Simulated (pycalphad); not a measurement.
# Effect of B content in Ti-B

Source of the numbers: pycalphad with the COST 507 light-alloy database (1999); pressure 1 atm. The data set is of 1999 and partly superseded. Phase fractions are per mole of atoms. Kinetics are ignored, which matters at the lower temperatures.

```json
[
 {"alloy": "Ti-0.32B (at.%)", "liquidus (K)": "1934", "first solid": "bcc", "solidus (K)": "1814", "phases at 850 K": "hcp 0.99, BM 0.01"},
 {"alloy": "Ti-0.63B (at.%)", "liquidus (K)": "1927", "first solid": "bcc", "solidus (K)": "1814", "phases at 850 K": "hcp 0.99, BM 0.01"},
 {"alloy": "Ti-0.95B (at.%)", "liquidus (K)": "1921", "first solid": "bcc", "solidus (K)": "1814", "phases at 850 K": "hcp 0.98, BM 0.02"},
 {"alloy": "Ti-1.26B (at.%)", "liquidus (K)": "1914", "first solid": "bcc", "solidus (K)": "1814", "phases at 850 K": "hcp 0.98, BM 0.02"},
 {"alloy": "Ti-1.89B (at.%)", "liquidus (K)": "1901", "first solid": "bcc", "solidus (K)": "1814", "phases at 850 K": "hcp 0.96, BM 0.04"},
 {"alloy": "Ti-2.52B (at.%)", "liquidus (K)": "1888", "first solid": "bcc", "solidus (K)": "1814", "phases at 850 K": "hcp 0.95, BM 0.05"}
]
```

Database names, with the compositions (at.%) that they take in these runs: BM: Ti 50 B 50.
